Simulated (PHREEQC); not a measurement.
# Alkaline etch or developer (model solution)

Dissolve 0.061 mol/kgw NH3, 1.6e-06 mol/kgw H4SiO4 and 0.001 mol/kgw (CH3)4NCl at 77 °C. Closed to the air; pH follows from the charge balance.

Model: ion-association model, phreeqc.dat, run in PHREEQC.

Each row changes one thing in this solution. Precipitation was switched off in this run.

```tsv
case	pH	ionic strength (mol/kgw)
as made	9.66	0.00209
NH3 from 0.061 to 0.0671 mol/kgw	9.68	0.00215
(CH3)4NCl left out	9.66	…
temperature from 77 to 45 °C	…	…
H4SiO4 left out	9.66	0.00209
NH3 left out	6.32	…
```

Task: Complete the blanks.

Result: 
- (CH3)4NCl left out, ionic strength (mol/kgw): 0.00107
- temperature from 77 to 45 °C, pH: 10.42
- temperature from 77 to 45 °C, ionic strength (mol/kgw): 0.00212
- NH3 left out, ionic strength (mol/kgw): 0.00100

(CH3)4N+ isn't in the database: it is added as a free cation with an ion size of 4 Å. Constants without temperature data keep their 25 °C values here.
